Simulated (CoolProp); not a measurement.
The fluid at 293.15 K and 0.00512 MPa is throttled through a valve to 0.00264 MPa with no heat exchange. The same conditions are run with several fluids, on thermodynamics alone (safety and materials aside).

Values from CoolProp's reference Helmholtz-energy equation of state of each fluid (cyclohexane: Zhou 2014; isobutane: Bücker 2006; cyclopentane: Gedanitz 2015; C3F8 (R218): Lemmon 2006; R115: Lemmon 2016).

```
fluid         temperature change (K)  final density (kg/m³)
------------  ----------------------  ---------------------
cyclohexane                     -0.1                 0.0914
isobutane                       -0.1             (withheld)
cyclopentane                    -0.1             (withheld)
C3F8 (R218)                     -0.0             (withheld)
R115                            -0.0             (withheld)
```

Question: Complete the blanks.

Answer: 
- isobutane, final density (kg/m³): 0.0630
- cyclopentane, final density (kg/m³): 0.0761
- C3F8 (R218), final density (kg/m³): 0.204
- R115, final density (kg/m³): 0.167
